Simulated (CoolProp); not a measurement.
A single-stage vapour-compression cycle with n-heptane: evaporating at 320.15 K (dew point), condensing at 369.15 K (bubble point), superheat 2 K, subcooling 5 K, compressor efficiency 0.75, no pressure losses. Each further row changes one setting.

Model: reference Helmholtz-energy equation of state, Span 2003, in CoolProp. It is a short technical equation, of lower accuracy than the large ones.

```csv
case,cooling COP,pressure ratio,discharge temperature (K),refrigerating effect (kJ/kg),volumetric capacity (kJ/m³)
as stated,___,5.66,369.2,248,157
evaporating temperature 325.15 K,___,___,369.2,257,197
condensing temperature 364.15 K,___,4.87,364.1,261,165
subcooling 10 K,___,5.66,369.2,261,165
superheat 12 K,4.14,5.66,369.2,___,___
compressor efficiency 0.65,___,5.66,369.2,248,157
```

### Question
What belongs in the gaps?

### Answer

- as stated, cooling COP: 4.06
- evaporating temperature 325.15 K, cooling COP: 4.72
- evaporating temperature 325.15 K, pressure ratio: 4.61
- condensing temperature 364.15 K, cooling COP: 4.66
- subcooling 10 K, cooling COP: 4.26
- superheat 12 K, refrigerating effect (kJ/kg): 266
- superheat 12 K, volumetric capacity (kJ/m³): 163
- compressor efficiency 0.65, cooling COP: 3.52

The compression ends wet for: as stated; evaporating temperature 325.15 K; condensing temperature 364.15 K; subcooling 10 K; superheat 12 K; compressor efficiency 0.65.
